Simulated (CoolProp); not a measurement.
Vapour-liquid equilibrium of R22 (1) + R142b (2) at 0.738 MPa; x and y are mole fractions of (1).

The numbers come from the multi-fluid Helmholtz-energy mixture model, Kamei 1995 and Lemmon 2006; pair parameters Bell 2016 in CoolProp.

```csv
x,"bubble temperature, mixture model (K)","bubble temperature, Raoult's law (K)","y, mixture model","y, Raoult's law"
0.05,323.2,322.8,0.108,0.130
0.125,319.1,318.0,0.248,0.292
0.2,315.3,313.8,0.368,0.423
0.275,311.8,310.0,0.471,0.529
0.35,308.5,306.6,0.562,0.618
0.425,305.4,303.4,0.641,0.691
0.5,302.4,300.5,0.712,0.754
0.575,299.6,297.9,0.773,0.807
0.65,296.9,295.4,0.828,0.853
0.725,294.3,293.1,0.876,0.893
0.8,291.8,290.9,0.917,0.927
0.875,289.5,288.9,0.952,0.957
0.95,287.2,287.0,0.983,0.984
```

The largest gap from Raoult's law is +2.0 K in bubble temperature, at x = 0.425. No azeotrope shows between x = 0.05 and 0.95.

Pair parameters are fitted to limited data, so mixtures are less certain than the pure fluids.
